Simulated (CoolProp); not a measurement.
Computed with CoolProp (reference Helmholtz-energy equation of state, Gao 2022).

Question: Give the vapour pressure (MPa), liquid density (kg/m³), enthalpy of vaporisation (kJ/kg), liquid cp (kJ/(kg K)) of saturated n-perfluorohexane at 19.75, 113.95, 137.55 °C.

Answer: 
```
T (°C)  p (MPa)  liquid density (kg/m³)  enthalpy of vaporisation (kJ/kg)  liquid cp (kJ/(kg K))
------  -------  ----------------------  --------------------------------  ---------------------
19.75    0.0232                    1690                              94.5                   1.04
113.95    0.499                    1370                              65.3                   1.21
137.55    0.837                    1240                              53.9                   1.30
```
